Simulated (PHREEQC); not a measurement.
Acid rinse or clean: speciation

Dissolve 0.00145 mol/kgw HBr, 0.0465 mol/kgw CaCl2 and 0.03 mol/kgw KCl at 25 °C. Closed to the air; pH follows from the charge balance.

All values are PHREEQC results (ion-association model, wateq4f.dat), not measurements.

Precipitation was switched off in this run.

Estimate the pH.

pH 2.93.
